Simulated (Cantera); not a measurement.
An isothermal, constant-pressure homogeneous reactor starts with 63.5 % CH4, 32.4 % CO2, 4.07 % H2, at 2175 K and 0.987 atm.

Cantera simulation using GRI-Mech 3.0 (53 species, 325 reactions); the numbers are that mechanism's predictions, not measurements. GRI-Mech 3.0 stops at C3 and has no aromatics, soot or wall deposition, so with more carbon than oxygen in the feed, carbon stays in small species such as C2H2 where larger ones or solid carbon would form.

One state of this run: x CH4 = 0.000737; x CO2 = 1.65e-7; x H2 = 0.586; x H2O2 = <1e-12; x H = 0.00376; x CH2 = 8.28e-7; x C2H = 1.63e-5. x: mole fraction; the columns are a selection and need not sum to one.

Problem. Which value of t (s) does it belong to?
(A) 0.0132
(B) 0.00230
(C) 0.000959
(D) 0.182

Solution. D, 0.182
